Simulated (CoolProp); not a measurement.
Vapour-liquid equilibrium of R125 (1) + n-butane (2) at 251.7 K; x and y are mole fractions of (1).

Model: multi-fluid Helmholtz-energy mixture model, Lemmon 2005 and Bücker 2006; pair parameters Bell 2016, in CoolProp.

```json
[
 {"x": "0.05", "bubble pressure, mixture model (kPa)": "(withheld)", "bubble pressure, Raoult's law (kPa)": "56.19", "y, mixture model": "(withheld)", "y, Raoult's law": "0.284"},
 {"x": "0.2", "bubble pressure, mixture model (kPa)": "(withheld)", "bubble pressure, Raoult's law (kPa)": "97.75", "y, mixture model": "(withheld)", "y, Raoult's law": "0.654"},
 {"x": "0.35", "bubble pressure, mixture model (kPa)": "268.2", "bubble pressure, Raoult's law (kPa)": "139.3", "y, mixture model": "(withheld)", "y, Raoult's law": "0.802"},
 {"x": "0.5", "bubble pressure, mixture model (kPa)": "282.7", "bubble pressure, Raoult's law (kPa)": "180.9", "y, mixture model": "0.875", "y, Raoult's law": "0.883"},
 {"x": "0.65", "bubble pressure, mixture model (kPa)": "291.3", "bubble pressure, Raoult's law (kPa)": "222.4", "y, mixture model": "(withheld)", "y, Raoult's law": "0.933"},
 {"x": "0.8", "bubble pressure, mixture model (kPa)": "(withheld)", "bubble pressure, Raoult's law (kPa)": "264.0", "y, mixture model": "0.905", "y, Raoult's law": "0.968"},
 {"x": "0.95", "bubble pressure, mixture model (kPa)": "316.4", "bubble pressure, Raoult's law (kPa)": "305.6", "y, mixture model": "0.963", "y, Raoult's law": "0.993"}
]
```

Question: What belongs in the gaps?

Answer: 
- 0.05, bubble pressure, mixture model (kPa): 109.4
- 0.05, y, mixture model: 0.620
- 0.2, bubble pressure, mixture model (kPa): 225.6
- 0.2, y, mixture model: 0.828
- 0.35, y, mixture model: 0.863
- 0.65, y, mixture model: 0.885
- 0.8, bubble pressure, mixture model (kPa): 302.7

The largest gap from Raoult's law is +130.8 % in bubble pressure, at x = 0.2. No azeotrope shows between x = 0.05 and 0.95.

Pair parameters are fitted to limited data, so mixtures are less certain than the pure fluids. With so large a gap from Raoult's law the liquid may split in two, which this calculation doesn't test in full.
